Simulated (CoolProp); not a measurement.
The numbers come from the reference Helmholtz-energy equation of state, Lemmon 2005 in CoolProp. It is a short technical equation, of lower accuracy than the large ones.

Q: Give the vapour pressure (MPa), liquid density (kg/m³), enthalpy of vaporisation (kJ/kg), liquid cp (kJ/(kg K)) of saturated isobutene at -17.05, 19.25, 67.55 °C.

A: 
| T (°C) | p (MPa) | liquid density (kg/m³) | enthalpy of vaporisation (kJ/kg) | liquid cp (kJ/(kg K)) |
|---|---|---|---|---|
| -17.05 | 0.0672 | 638 | 401 | 2.18 |
| 19.25 | 0.255 | 596 | 365 | 2.35 |
| 67.55 | 0.931 | 530 | 304 | 2.67 |
